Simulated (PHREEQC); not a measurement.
## Brine: an equilibrium model

A solution holds 1.3 mol/kgw K2CO3 and 0.0039 mol/kgw Na2B4O7, at 10 °C. Closed to the air; pH follows from the charge balance.

Computed with PHREEQC (Pitzer model, pitzer.dat).

No solid was allowed to form.

Q: Predict the pH.

A: pH 12.02.

In brines, pH and single-ion activities rest on the MacInnes convention. At this temperature some constants are extrapolated from 25 °C, and those without enthalpy data are left unchanged.
